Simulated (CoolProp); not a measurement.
n-perfluorohexane along the isobar 10.4 MPa: density (kg/m³) from the reference equation and from simpler models built on Tc = 448.0 K, pc = 1.742 MPa, ω = 0.497; each cubic takes its own stable root.

Model: reference Helmholtz-energy equation of state, Gao 2022, in CoolProp.

```tsv
T (K)	phase	reference
255.4	liquid	1827
268.2	liquid	1794
281.1	liquid	1761
293.9	liquid	1729
306.8	liquid	1696
319.6	liquid	1663
332.5	liquid	1630
345.3	liquid	1596
```

How far does each simpler model (van der Waals, Soave-Redlich-Kwong, Peng-Robinson) lie from the reference over these 8 states: mean and median of the absolute difference, and the worst?


- van der Waals: mean 39.6 %, median 39.6 %, worst -41.3 % at 255.4 K and 10.4 MPa
- Soave-Redlich-Kwong: mean 11.6 %, median 11.5 %, worst -12.9 % at 255.4 K and 10.4 MPa
- Peng-Robinson: mean 0.9 %, median 0.7 %, worst -2.4 % at 255.4 K and 10.4 MPa
